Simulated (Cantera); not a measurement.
What does this Cantera script print?

```python
import numpy as np
import cantera as ct

gas = ct.Solution("h2o2.yaml")
gas.TPX = 325, 25000, {'H2': 1, 'O2': 0.5, 'N2': 1.88}
flame = ct.FreeFlame(gas, width=0.11)
flame.set_refine_criteria(ratio=3, slope=0.08, curve=0.16)
flame.transport_model = "mixture-averaged"
flame.solve(loglevel=0, auto=True)
z, T = flame.grid, flame.T
thick = (T[-1] - T[0]) / np.gradient(T, z).max()
show = ['H2', 'O2', 'H2O2', 'HO2', 'OH', 'H2O']
print(f"laminar burning velocity  {flame.velocity[0] * 100:.3f} cm/s")
print(f"burnt temperature         {T[-1]:.1f} K")
print(f"thermal thickness         {thick * 1e3:.4f} mm")
print(f"grid points               {len(z)}")
z0 = z[flame.heat_release_rate.argmax()]
print(f"{'z/mm':>9s}{'T/K':>9s}{'u/(m/s)':>9s}" + "".join(f"{s:>11s}" for s in show))
rows = []
for k in (-3, -2, -1.5, -1, -0.5, -0.25, 0, 0.25, 0.5, 1, 2, 4, 8):
    zz = z0 + k * thick
    rows.append([k * thick, np.interp(zz, z, T), np.interp(zz, z, flame.velocity),
                 *(np.interp(zz, z, flame.X[gas.species_index(s)]) for s in show)])
    print(f"{rows[-1][0] * 1e3:9.3f}{rows[-1][1]:9.1f}{rows[-1][2]:9.3f}" + "".join(f"{x:11.3e}" for x in rows[-1][3:]))
```

Result:

```
laminar burning velocity  242.319 cm/s
burnt temperature         2346.8 K
thermal thickness         2.2637 mm
grid points               126
     z/mm      T/K  u/(m/s)         H2         O2       H2O2        HO2         OH        H2O
   -6.791    325.0    2.423  2.959e-01  1.479e-01  9.175e-17  2.015e-15  2.422e-18  9.562e-15
   -4.527    325.0    2.423  2.959e-01  1.479e-01  8.972e-15  1.893e-13  1.430e-16  7.737e-13
   -3.396    325.0    2.423  2.959e-01  1.479e-01  7.627e-13  1.557e-11  9.354e-15  5.398e-11
   -2.264    325.0    2.423  2.958e-01  1.479e-01  1.570e-10  3.107e-09  1.187e-11  8.598e-09
   -1.132    328.7    2.444  2.936e-01  1.484e-01  1.362e-06  1.883e-05  1.690e-06  4.443e-05
   -0.566    558.6    4.042  2.610e-01  1.453e-01  5.893e-05  1.268e-04  9.205e-04  1.558e-02
    0.000   1043.9    7.284  1.542e-01  1.086e-01  1.686e-06  3.445e-05  2.050e-03  1.018e-01
    0.566   1355.5    9.353  6.148e-02  4.819e-02  1.579e-06  1.304e-05  6.844e-03  2.089e-01
    1.132   1496.2   10.259  4.474e-02  3.295e-02  1.161e-06  7.824e-06  9.627e-03  2.354e-01
    2.264   1643.2   11.166  4.388e-02  2.829e-02  6.514e-07  5.607e-06  1.215e-02  2.456e-01
    4.527   1798.5   12.092  4.297e-02  2.454e-02  3.269e-07  4.019e-06  1.418e-02  2.562e-01
    9.055   1948.6   12.955  3.983e-02  2.070e-02  1.755e-07  2.811e-06  1.518e-02  2.687e-01
   18.110   2088.8   13.737  3.472e-02  1.683e-02  1.063e-07  1.934e-06  1.490e-02  2.826e-01
```

Cantera simulation using the H2/O2 subset of GRI-Mech 3.0, which has no nitrogen chemistry; the numbers are that mechanism's predictions, not measurements. Burning velocities carry a grid error of a few per cent, more on coarse grids.
